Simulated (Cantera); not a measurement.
A perfectly stirred reactor is fed with NH3 : H2 = 1 : 0.56 (molar parts), at 26000 Pa; it is held at 1575 K, and followed from long to short residence time.

Model: the gas-phase N/H chemistry of the illustrative SiF4/NH3 mechanism in the Surface Chemkin manual (1991), integrated in Cantera. Walls and surfaces, which speed up NH3 decomposition in real reactors, are not modelled.

Predict: x(NH3) at τ = 2.50 s; x(H2) at τ = 2.50 s; x(H) at τ = 2.50 s; x(N2) at τ = 2.50 s; x(N2H4) at τ = 2.50 s; x(NH3) at τ = 11.0 ms; x(H2) at τ = 11.0 ms; x(H) at τ = 11.0 ms; x(N2) at τ = 11.0 ms; x(N2H4) at τ = 11.0 ms.


- x(NH3) at τ = 2.50 s: 0.589
- x(H2) at τ = 2.50 s: 0.395
- x(H) at τ = 2.50 s: 1.91e-5
- x(N2) at τ = 2.50 s: 0.0157
- x(N2H4) at τ = 2.50 s: 4.46e-8
- x(NH3) at τ = 11.0 ms: 0.641
- x(H2) at τ = 11.0 ms: 0.359
- x(H) at τ = 11.0 ms: 1.21e-5
- x(N2) at τ = 11.0 ms: 3.66e-5
- x(N2H4) at τ = 11.0 ms: 2.59e-8
